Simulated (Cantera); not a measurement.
**Transport properties of process gases**

Gas mixture: 51.3 % C2H4, 48.7 % CO2, at 0.140 bar, frozen composition.

Cantera's kinetic-theory transport with the Lennard-Jones parameters of GRI-Mech 3.0, ideal gas; thermal conductivity in the multicomponent form. The composition is frozen, though it would react at the higher temperatures.

| T (K) | ρ (kg/m³) | cp (J/kg/K) | μ (µPa s) | λ (mW/m/K) | Pr | D (cm²/s) H2 | D (cm²/s) C2H2 | D (cm²/s) NO |
|---|---|---|---|---|---|---|---|---|
| 400 | 0.151 | 1315 | 16.6 | 29.2 | 0.747 | 7.65 | 1.55 | 1.92 |
| 550 | 0.110 | 1583 | 21.9 | 46.6 | 0.745 | 13.2 | 2.78 | 3.37 |
| 700 | 0.0862 | 1793 | 26.7 | 64.4 | 0.743 | 19.8 | 4.28 | 5.11 |
| 850 | 0.0710 | 1948 | 31.0 | 81.4 | 0.741 | 27.5 | 6.02 | 7.13 |
| 1000 | 0.0603 | 2086 | 34.9 | 98.4 | 0.740 | 36.0 | 7.98 | 9.39 |
| 1150 | 0.0524 | 2191 | 38.6 | 114 | 0.738 | 45.5 | 10.1 | 11.9 |
| 1300 | 0.0464 | 2278 | 42.0 | 130 | 0.737 | 55.8 | 12.5 | 14.6 |
D: mixture-averaged diffusion coefficient of that species in the mixture.
